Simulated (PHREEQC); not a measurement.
NaOH is added in steps, without added water, to 1 kg of water holding 5.7 mmol/kgw HCl and 0.081 mmol/kgw NiSO4, at 25 °C. Oxygen is held at 0.21 atm. No CO2 enters from the air. Solids allowed: Ni(OH)2, Ni4(OH)6SO4, Halite, Mirabilite, Morenosite. Others were left out.

Base run: PHREEQC, ion-association model, wateq4f.dat. Each further column changes one thing. The table gives Ni+2 (mol/kgw).

```json
[
 {"NaOH added (mol)": "0", "base": "7.97e-5", "metal-ligand complexes left out": "8.10e-5", "Debye-Hückel limiting law": "7.98e-5", "Davies equation for every ion": "7.97e-5", "all activity coefficients set to 1": "7.90e-5"},
 {"NaOH added (mol)": "0.00098", "base": "7.97e-5", "metal-ligand complexes left out": "8.10e-5", "Debye-Hückel limiting law": "7.97e-5", "Davies equation for every ion": "7.97e-5", "all activity coefficients set to 1": "7.90e-5"},
 {"NaOH added (mol)": "0.002205", "base": "7.96e-5", "metal-ligand complexes left out": "8.10e-5", "Debye-Hückel limiting law": "7.97e-5", "Davies equation for every ion": "7.96e-5", "all activity coefficients set to 1": "7.89e-5"},
 {"NaOH added (mol)": "0.003185", "base": "7.96e-5", "metal-ligand complexes left out": "8.10e-5", "Debye-Hückel limiting law": "7.97e-5", "Davies equation for every ion": "7.96e-5", "all activity coefficients set to 1": "7.89e-5"},
 {"NaOH added (mol)": "0.00441", "base": "7.96e-5", "metal-ligand complexes left out": "8.10e-5", "Debye-Hückel limiting law": "7.96e-5", "Davies equation for every ion": "7.96e-5", "all activity coefficients set to 1": "7.88e-5"},
 {"NaOH added (mol)": "0.00539", "base": "7.95e-5", "metal-ligand complexes left out": "8.10e-5", "Debye-Hückel limiting law": "7.96e-5", "Davies equation for every ion": "7.95e-5", "all activity coefficients set to 1": "7.87e-5"},
 {"NaOH added (mol)": "0.006615", "base": "1.88e-11", "metal-ligand complexes left out": "1.88e-11", "Debye-Hückel limiting law": "1.99e-11", "Davies equation for every ion": "1.87e-11", "all activity coefficients set to 1": "1.12e-11"},
 {"NaOH added (mol)": "0.007595", "base": "3.67e-12", "metal-ligand complexes left out": "3.67e-12", "Debye-Hückel limiting law": "3.90e-12", "Davies equation for every ion": "3.65e-12", "all activity coefficients set to 1": "2.11e-12"},
 {"NaOH added (mol)": "0.00882", "base": "1.31e-12", "metal-ligand complexes left out": "1.31e-12", "Debye-Hückel limiting law": "1.40e-12", "Davies equation for every ion": "1.30e-12", "all activity coefficients set to 1": "7.23e-13"},
 {"NaOH added (mol)": "0.0098", "base": "7.58e-13", "metal-ligand complexes left out": "7.58e-13", "Debye-Hückel limiting law": "8.21e-13", "Davies equation for every ion": "7.55e-13", "all activity coefficients set to 1": "4.08e-13"}
]
```

The database's Ni(OH)2 is the aged solid; a fresh precipitate is more soluble.
